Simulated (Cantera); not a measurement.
A closed system holds: 1 mol Pb, 0.068 mol CO, 57 mol H2, equilibrated at 0.0100 bar.

These are equilibrium values from Cantera (NASA tables, ideal gas, pure condensed phases), not measurements of a reactor. Candidate condensed phases: C, C6H6, C7H8, C8H18, H2O, Pb, PbO, PbO2, Pb3O4; 113 gas species. The numbers say what is thermodynamically allowed, not how fast it happens.

At 1375 K, list the 4 most abundant gas species with their mole fractions, and the condensed phases.

H2 0.982, Pb 0.0172, CO 0.00117, H 3.39e-5. Condensed: gas only.
